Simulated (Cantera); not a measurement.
Input (Python, Cantera) and output of one run.

```python
import numpy as np
import cantera as ct

gas_names = """
    CL CLO CL2 H HCL HOCL HO2 H2 H2O H2O2 O OH O2 O3 Ti TiCL TiCL2 TiCL3 TiCL4 TiO TiOCL TiOCL2 TiO2
""".split()
cond_names = """
    H2O(s) H2O(L) Ti(a) Ti(b) Ti(L) TiCL2(s) TiCL3(s) TiCL4(L) TiO(a) TiO(b) TiO(L) TiO2(ru) TiO2(L)
    Ti2O3(a) Ti2O3(b) Ti2O3(L) Ti3O5(a) Ti3O5(b) Ti3O5(L) Ti4O7(s) Ti4O7(L)
""".split()


# ... load() reads the species with a 1 bar reference pressure and builds the phases ...
atoms = {
    'TiO2': {'Ti': 1, 'O': 2},
    'HCl': {'H': 1, 'CL': 1},
}
top_T = {'TiCL2(s)': 1300, 'TiCL3(s)': 1000}  # K; cautious upper limits of use, not melting points


# ... equilibrate(T, P, feed) seeds the gas with the atoms and calls Mixture.equilibrate('TP', solver="vcs", rtol=1e-11, max_steps=5000) ...
results = []
feed = {'TiO2': 1, 'HCl': 37}  # mol
P = 10000  # Pa
for T in [1373, 1423, 1473, 1523, 1573, 1623, 1673, 1723, 1773, 1823]:
    mix = equilibrate(T, P, feed)
    results.append((T, P, feed, dict(zip(mix.species_names, mix.species_moles))))

top = {s: max(r[3][s] / sum(r[3][g] for g in gas_names) for r in results) for s in gas_names}
cols = sorted((s for s in top if top[s] > 0.001), key=lambda s: -top[s])[:8]
seen = [c for c in cond_names if any(r[3].get(c, 0) > 1e-12 for r in results)]
print("log10 of partial pressures in bar; condensed amounts in mol")
print(f"{'T/K':>10s}" + "".join(f"{s[:9]:>10s}" for s in cols + seen))
for T, P, feed, n in results:
    ng = sum(n[g] for g in gas_names)
    print(f"{T:10.4g}" + "".join(f"{np.log10(max(n[s] / ng * P / 1e5, 1e-99)):10.3f}" for s in cols)
          + "".join(f"{n.get(c, 0):10.4g}" for c in seen))
```

It prints:

```
log10 of partial pressures in bar; condensed amounts in mol
       T/K       HCL        CL       H2O        H2     TiCL4     TiCL3  TiO2(ru)
      1373    -1.003    -4.296    -3.366    -4.532    -3.670    -5.831    0.9205
      1423    -1.004    -4.093    -3.342    -4.350    -3.648    -5.549    0.9159
      1473    -1.004    -3.904    -3.318    -4.178    -3.629    -5.288    0.9112
      1523    -1.005    -3.728    -3.296    -4.016    -3.613    -5.045    0.9065
      1573    -1.005    -3.564    -3.275    -3.863    -3.602    -4.820    0.9017
      1623    -1.006    -3.411    -3.253    -3.719    -3.595    -4.613    0.8965
      1673    -1.007    -3.267    -3.231    -3.583    -3.594    -4.423    0.8908
      1723    -1.009    -3.132    -3.208    -3.454    -3.600    -4.251    0.8843
      1773    -1.011    -3.005    -3.183    -3.333    -3.613    -4.096    0.8767
      1823    -1.013    -2.885    -3.157    -3.218    -3.636    -3.958    0.8677
```

Cantera equilibrium calculation (NASA polynomials, part measured and part estimated; ideal gas, pure solids and liquids).
